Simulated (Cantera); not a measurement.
Input: 1 mol C2H2, 54 mol H2, held at 220 Pa.

These are equilibrium values from Cantera (NASA tables, ideal gas, pure condensed phases), not measurements of a reactor. Candidate condensed phases: C, C6H6, C7H8, C8H18; 76 gas species. The numbers say what is thermodynamically allowed, not how fast it happens.

x: gas mole fraction; n: condensed amount in mol.

```
T (K)   x H2       x H     x CH4  x C2H2 (acetylene)      x C3     x C2H       x C  n C(graphite)
-----  -----  --------  --------  ------------------  --------  --------  --------  -------------
575    0.962    <1e-12    0.0377              <1e-12    <1e-12    <1e-12    <1e-12              0
775    0.996  2.11e-11   0.00446              <1e-12    <1e-12    <1e-12    <1e-12           1.76
975    1.000   2.44e-8  0.000276            5.70e-10    <1e-12    <1e-12    <1e-12           1.98
1175   1.000         ?         ?                   ?    <1e-12    <1e-12    <1e-12           2.00
1375   1.000   7.31e-5   1.09e-5             1.78e-6    <1e-12    <1e-12    <1e-12           2.00
1575   0.999  0.000886   3.99e-6             2.11e-5    <1e-12  5.47e-11    <1e-12           2.00
1775   0.994         ?         ?                   ?         ?         ?         ?           1.98
1975   0.971    0.0287   9.41e-7            0.000630   6.75e-9   3.21e-7   8.02e-9           1.93
2175   0.899    0.0987   4.94e-7             0.00201   6.58e-7   7.11e-6   4.43e-7           1.77
2375   0.737     0.258   2.22e-7             0.00458   2.91e-5   8.70e-5   1.24e-5           1.40
2575   0.480     0.511   6.76e-8             0.00705  0.000701  0.000630  0.000206          0.666
```

Question: Complete the blanks.

Answer: 
- 1775, x H: 0.00615
- 1775, x CH4: 1.82e-6
- 1775, x C2H2 (acetylene): 0.000141
- 1775, x C3: 2.40e-11
- 1775, x C2H: 6.89e-9
- 1775, x C: 5.85e-11
- 1175, x H: 2.61e-6
- 1175, x CH4: 4.21e-5
- 1175, x C2H2 (acetylene): 6.37e-8
